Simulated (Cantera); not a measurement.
## Carbothermic reduction: Fe₂O₃ + CH₄ + H₂ + C + O₂

Feed: 1 mol Fe₂O₃, 1.1 mol CH₄, 6.4 mol H₂, 3.1 mol C, 0.0047 mol O₂, equilibrated at 7.50 Torr.

Method: chemical equilibrium by Gibbs-energy minimisation in Cantera with the NASA 1993 tables (ideal gas, pure condensed phases). Candidate condensed phases: C, C₆H₆, C₇H₈, C₈H₁₈, Fe, Fe(CO)₅, FeO, Fe(OH)₂, Fe(OH)₃, Fe₂O₃, Fe₃O₄, H₂O; 114 gas species. Iron dissolves carbon and melts from about 1420 K in contact with it, which pure phases cannot show. Condensed phases not in the tables: cementite and carbon dissolved in iron. Equilibrium is a limit: real reactors are often held back by kinetics, nucleation or transport.

```csv
T (K),log p H₂,log p CO,log p Fe,log p H,log p C₂H₂ (acetylene),log p C₂H,log p CH₄,n C(graphite),n Fe(γ),n Fe(δ),n Fe(l)
1498,-2.13,-2.59,-6.84,-5.83,-7.19,-13.62,-6.85,1.19,2.00,0,0
1573,-2.13,-2.59,-6.18,-5.46,-6.82,-12.68,-7.00,1.19,2.00,0,0
1648,-2.13,-2.59,-5.58,-5.12,-6.48,-11.83,-7.13,1.19,2.00,0,0
1723,-2.13,-2.59,-5.04,-4.80,-6.17,-11.05,-7.26,1.19,0,1.99,0
1798,-2.13,-2.59,-4.54,-4.52,-5.90,-10.34,-7.38,1.19,0,1.97,0
1873,-2.14,-2.59,-4.10,-4.26,-5.64,-9.69,-7.49,1.19,0,0,1.91
1948,-2.14,-2.60,-3.70,-4.02,-5.41,-9.09,-7.60,1.18,0,0,1.76
2023,-2.16,-2.61,-3.33,-3.80,-5.21,-8.54,-7.72,1.18,0,0,1.42
2098,-2.19,-2.64,-2.98,-3.61,-5.04,-8.04,-7.87,1.17,0,0,0.637
2173,-2.22,-2.66,-2.84,-3.43,-4.88,-7.58,-8.00,1.15,0,0,0
2248,-2.23,-2.67,-2.85,-3.25,-4.71,-7.13,-8.09,1.14,0,0,0
2323,-2.25,-2.67,-2.85,-3.09,-4.56,-6.72,-8.19,1.11,0,0,0
2398,-2.27,-2.68,-2.86,-2.94,-4.43,-6.34,-8.29,1.08,0,0,0
```
log p: log10 of the partial pressure in bar; n: condensed amount in mol.

From 1498 K to 1648 K the condensed part is C(graphite) + Fe(γ). From 1723 K to 1798 K the condensed part is C(graphite) + Fe(δ). From 1873 K to 2098 K the condensed part is C(graphite) + Fe(l). From 2173 K to 2398 K the condensed part is C(graphite). The main Fe-bearing gas is Fe throughout.
